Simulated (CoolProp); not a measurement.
Ammonia at 622.18 K and 0.134 MPa flows at 19 m/s in a round tube of 100 mm bore and 0.25 µm roughness, fully developed (64/Re and Nu = 3.66 if laminar; Colebrook and Gnielinski if turbulent). Each further row changes one setting.

Model: reference Helmholtz-energy equation of state, Gao 2020, in CoolProp.

| case | Reynolds number | Darcy friction factor | pressure drop (Pa/m) | heat-transfer coefficient (W/(m² K)) | mass flow (kg/h) |
|---|---|---|---|---|---|
| as stated | 37300 | 0.0223 | 17.8 | 65.9 | 237 |
| velocity 38 m/s | 74500 | 0.0192 | 61.1 | 114 | 474 |
| diameter 200 mm | 74500 | 0.0192 | 7.63 | 57.0 | 949 |

Viscosity comes from a separate model (Fenghour 1995). Thermal conductivity comes from a separate model (Tufeu 1984).
